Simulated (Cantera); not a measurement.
Mixture: 5.74 % CH4, 2.76 % H2, 19.2 % O2, 72.3 % N2, equivalence ratio 0.67, at 0.550 bar, adiabatic and at constant volume. Ignition delay is the time to a rise of 400 K.

Computed with Cantera and GRI-Mech 3.0 (53 species, 325 reactions).

### Question
Predict: delay at 1125 K; delay at 1275 K; delay at 1425 K; delay at 1575 K; delay at 1725 K; apparent activation energy between 1650 and 1800 K.

### Answer
```json
{
 "delay at 1125 K": "6.07 ms",
 "delay at 1275 K": "1.59 ms",
 "delay at 1425 K": "0.550 ms",
 "delay at 1575 K": "0.239 ms",
 "delay at 1725 K": "0.118 ms",
 "apparent activation energy between 1650 and 1800 K": "110 kJ/mol"
}
```
